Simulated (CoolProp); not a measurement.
A single-stage vapour-compression cycle with R236EA: evaporating at 305.15 K (dew point), condensing at 361.15 K (bubble point), superheat 2 K, subcooling 0 K, compressor efficiency 0.9, no pressure losses. Each further row changes one setting.

The numbers come from the reference Helmholtz-energy equation of state, Rui 2013 in CoolProp.

```tsv
case	cooling COP	pressure ratio	discharge temperature (K)	refrigerating effect (kJ/kg)	volumetric capacity (kJ/m³)
as stated	3.12	4.63	361.1	78.5	1330
evaporating temperature 310.15 K	3.64	3.93	361.1	82.1	1630
condensing temperature 356.15 K	3.66	4.12	356.2	85.7	1450
subcooling 5 K	3.41	4.63	361.1	85.7	1450
superheat 12 K	3.28	4.63	361.7	87.7	1420
compressor efficiency 0.8	2.78	4.63	361.1	78.5	1330
```

The compression ends wet for: as stated; evaporating temperature 310.15 K; condensing temperature 356.15 K; subcooling 5 K; compressor efficiency 0.8.
